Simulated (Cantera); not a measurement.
An isothermal, constant-pressure homogeneous reactor starts with CH4 : CO2 = 1 : 0.76 (molar parts), at 2075 K and 750 Torr.

Computed with Cantera and GRI-Mech 3.0 (53 species, 325 reactions).

One state of this run: x CH4 = 0.419; x CO2 = 0.398; x HCO = 6.67e-6; x HO2 = 1.53e-11; x C2H2 = 0.0114; x CH3 = 0.0220. x: mole fraction; the columns are a selection and need not sum to one.

Which value of t (s) does it belong to?
A) 10.8
B) 0.00418
C) 2.22e-5
D) 0.0155

C, 2.22e-5
